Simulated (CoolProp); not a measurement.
1000 sccm (0 °C, 1 atm) of nitrogen bubbles through liquid water at 327.9 K and leaves saturated at a total pressure of 0.15 MPa (ideal gas phase). Each further row changes one setting.

The numbers come from the reference Helmholtz-energy equation of state, Wagner 2002 in CoolProp.

```
case                      vapour pressure (kPa)  mole fraction of vapour  delivery (mg/min)  delivery (sccm)  change of delivery for a bath 1 K warmer (%)
------------------------  ---------------------  -----------------------  -----------------  ---------------  --------------------------------------------
as stated                                  15.6                        ?               93.1              116                                           5.5
bath temperature 332.9 K                      ?                        ?                  ?              151                                           5.5
total pressure 0.3 MPa                     15.6                   0.0519               44.0                ?                                           5.2
```

**Question.** Fill in the missing entries.

**Answer.** 
- as stated, mole fraction of vapour: 0.104
- bath temperature 332.9 K, vapour pressure (kPa): 19.7
- bath temperature 332.9 K, mole fraction of vapour: 0.131
- bath temperature 332.9 K, delivery (mg/min): 122
- total pressure 0.3 MPa, delivery (sccm): 54.8
